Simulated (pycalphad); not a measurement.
Computed with pycalphad from the COST 507 light-alloy database (1999), at 1 atm. These are 1990s assessments: newer ones move some temperatures and phases. Amounts are mole fractions of atoms. Kinetics are ignored, which matters at the lower temperatures.

**Question.** Give the equilibrium state of Zr-8.772Si (wt.%) at 967 °C.

**Answer.** SIZR3, fraction 0.952, with 9.3 Si wt.%; BCC_A2, fraction 0.048, with <0.01 Si wt.%.

**Question.** Give the equilibrium state of Zr-8.772Si (wt.%) at 607 °C.

**Answer.** SIZR3, fraction 0.952, with 9.3 Si wt.%; HCP_A3, fraction 0.048, with <0.01 Si wt.%.

Database names, with the compositions (at.%) that they take in these runs: SIZR3: Zr 75 Si 25. BCC_A2 is bcc; HCP_A3 is hcp.
